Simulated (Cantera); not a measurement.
Adiabatic ignition

An adiabatic, constant-volume homogeneous reactor starts with 3.06 % CH4, 0.398 % C2H6, 0.827 % C3H8, 20.1 % O2, 75.6 % N2, at 1798 K and 0.250 bar.

Model: GRI-Mech 3.0 (53 species, 325 reactions), integrated in Cantera. GRI-Mech 3.0 was tuned for natural gas; its chemistry of propane as a main component is partial and can be far from experiment.

```
t (s)     T (K)  P (bar)    x CH4   x C2H6   x C3H8      x CO    x HCO     x C2H      x NO
--------  -----  -------  -------  -------  -------  --------  -------  --------  --------
4.00e-6    1786    0.249   0.0305  0.00372  0.00740   6.46e-6  1.22e-7  2.69e-11  1.00e-11
1.02e-5    1774    0.248   0.0298  0.00322  0.00590  0.000140  2.11e-6   1.79e-9  2.06e-10
2.60e-5    1796    0.253   0.0261  0.00178  0.00231   0.00283  3.52e-5   1.13e-7   5.84e-9
6.62e-5    2458    0.363  5.88e-9   <1e-12   <1e-12    0.0445  5.27e-8  1.00e-10   1.97e-5
0.000169   2509    0.370   <1e-12   <1e-12   <1e-12    0.0262  9.62e-9    <1e-12  0.000202
0.000430   2585    0.379   <1e-12   <1e-12   <1e-12    0.0248  8.19e-9    <1e-12  0.000823
0.00110    2676    0.390   <1e-12   <1e-12   <1e-12    0.0227  7.17e-9    <1e-12   0.00294
0.00279    2698    0.392   <1e-12   <1e-12   <1e-12    0.0219  6.90e-9    <1e-12   0.00823
0.00711    2692    0.391   <1e-12   <1e-12   <1e-12    0.0217  6.70e-9    <1e-12    0.0151
0.0181     2690    0.391   <1e-12   <1e-12   <1e-12    0.0216  6.62e-9    <1e-12    0.0178
0.0462     2690    0.391   <1e-12   <1e-12   <1e-12    0.0216  6.62e-9    <1e-12    0.0179
0.118      2690    0.391   <1e-12   <1e-12   <1e-12    0.0216  6.62e-9    <1e-12    0.0179
0.300      2690    0.391   <1e-12   <1e-12   <1e-12    0.0216  6.62e-9    <1e-12    0.0179
```
x: mole fraction; the columns are a selection and need not sum to one.

```json
{
  "time_of_steepest_temperature_rise": "54.2 µs",
  "temperature at 0.300 s": "2690 K",
  "equilibrium_temperature": "2690 K",
  "x(CH4) at 0.300 s": "<1e-12 (gas-phase equilibrium <1e-12)",
  "x(C2H6) at 0.300 s": "<1e-12 (gas-phase equilibrium <1e-12)",
  "x(C3H8) at 0.300 s": "<1e-12 (gas-phase equilibrium <1e-12)"
}
```
